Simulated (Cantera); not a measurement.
## Stirred combustor or abatement burner

A perfectly stirred reactor is fed with H₂ : O₂ : N₂ : H₂O = 1 : 0.617 : 2.32 : 0.69 (molar parts), equivalence ratio 0.81, at 500000 Pa; it is adiabatic with a 650 K inlet, and is followed from long to short residence time, starting on the burning branch (τ in s: 0.06, 0.024, 0.0097, 0.0039, 0.0016, 0.00063, 0.00025, 0.0001, 4.1e-05, 1.6e-05).

Model: the H2/O2 subset of GRI-Mech 3.0, which has no nitrogen chemistry, integrated in Cantera. The hydrogen kinetics of GRI-Mech 3.0 are dated; newer H2 mechanisms differ, most at raised pressure.

```csv
τ (s),T (K),x H₂,x O₂,x H₂O,x H,x H₂O₂,x HO₂
0.060,2155,0.000998,0.0279,0.406,6.48e-5,4.63e-7,3.46e-6
0.024,2154,0.00108,0.0279,0.406,7.19e-5,4.77e-7,3.61e-6
0.0097,2151,0.00128,0.0279,0.406,8.93e-5,5.08e-7,3.97e-6
0.0039,2147,0.00171,0.0280,0.405,0.000132,5.75e-7,4.82e-6
0.0016,2138,0.00255,0.0282,0.403,0.000230,7.03e-7,6.63e-6
0.00063,2121,0.00414,0.0287,0.400,0.000468,9.29e-7,1.05e-5
0.00025,2094,0.00681,0.0296,0.396,0.000993,1.27e-6,1.80e-5
0.00010,2051,0.0109,0.0312,0.389,0.00208,1.74e-6,3.14e-5
4.1e-5,1988,0.0167,0.0336,0.379,0.00410,2.36e-6,5.37e-5
1.6e-5,1894,0.0252,0.0378,0.366,0.00779,3.38e-6,9.22e-5
```
x: mole fraction; the columns are a selection and need not sum to one.
